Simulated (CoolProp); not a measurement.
Properties of oxygen along the isobar 37.6 bar (Tc = -118.6 °C, pc = 50.46 bar, ω = 0.022).

The numbers come from the reference Helmholtz-energy equation of state, Schmidt 1985 in CoolProp. Above 300 K oxygen's equation is extrapolated.

| T (°C) | phase | Z | cp (kJ/(kg K)) | cv (kJ/(kg K)) | expansivity (1/kK) | Prandtl number | fugacity coefficient |
|---|---|---|---|---|---|---|---|
| -155.15 | liquid | 0.1226 | 1.835 | 0.8513 | 6.142 | 1.72 | 0.2306 |
| -118.15 | gas | 0.6794 | 1.961 | 0.7915 | 21.57 | 1.26 | 0.7589 |
| -81.25 | gas | 0.8643 | 1.172 | 0.6924 | 8.224 | 0.863 | 0.8764 |
| -44.25 | gas | 0.9294 | 1.046 | 0.6720 | 5.636 | 0.791 | 0.9315 |
| -7.35 | gas | 0.9615 | 0.9991 | 0.6667 | 4.420 | 0.761 | 0.9613 |
| 29.65 | gas | 0.9796 | 0.9781 | 0.6677 | 3.682 | 0.745 | 0.9789 |
| 66.55 | gas | 0.9904 | 0.9697 | 0.6724 | 3.177 | 0.736 | 0.9897 |
| 103.55 | gas | 0.9973 | 0.9685 | 0.6798 | 2.804 | 0.731 | 0.9967 |

Viscosity comes from a separate model (Lemmon 2004). Thermal conductivity comes from a separate model (Lemmon 2004).
